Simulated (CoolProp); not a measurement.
R404A at 298.15 K and 16.5 MPa flows at 0.39 m/s in a round tube of 12.7 mm bore and 45 µm roughness, fully developed (64/Re and Nu = 3.66 if laminar; Colebrook and Gnielinski if turbulent). Each further row changes one setting.

The numbers come from the reference Helmholtz-energy equation of state, Lemmon 2003 in CoolProp. It is a pseudo-pure fit of the blend.

```csv
case,Reynolds number,Darcy friction factor,pressure drop (Pa/m),heat-transfer coefficient (W/(m² K)),mass flow (kg/h)
as stated,32000,0.0307,212,?,?
velocity 0.78 m/s,63900,0.0292,?,2340,409
diameter 25.4 mm,63900,?,87.4,1050,?
```

Task: What belongs in the gaps?

Result: 
- as stated, heat-transfer coefficient (W/(m² K)): 1200
- as stated, mass flow (kg/h): 205
- velocity 0.78 m/s, pressure drop (Pa/m): 805
- diameter 25.4 mm, Darcy friction factor: 0.0254
- diameter 25.4 mm, mass flow (kg/h): 819

Viscosity comes from a separate model (Geller 2000). Thermal conductivity comes from a separate model (Geller 2001).
